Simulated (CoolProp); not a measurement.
A single-stage vapour-compression cycle with R365MFC: evaporating at 273.15 K (dew point), condensing at 322.15 K (bubble point), superheat 2 K, subcooling 0 K, compressor efficiency 0.75, no pressure losses. Each further row changes one setting.

Computed with CoolProp (reference Helmholtz-energy equation of state, Lemmon 2016).

```tsv
case	cooling COP	pressure ratio	discharge temperature (K)	refrigerating effect (kJ/kg)	volumetric capacity (kJ/m³)
as stated	3.32	7.46	322.2	141	170
evaporating temperature 278.15 K	3.87	5.84	322.2	145	221
condensing temperature 317.15 K	3.82	6.29	317.3	148	179
subcooling 5 K	3.49	7.46	322.2	148	179
superheat 12 K	3.39	7.46	332.1	150	175
compressor efficiency 0.65	2.88	7.46	327.5	141	170
```

The compression ends wet for: as stated; evaporating temperature 278.15 K; subcooling 5 K.
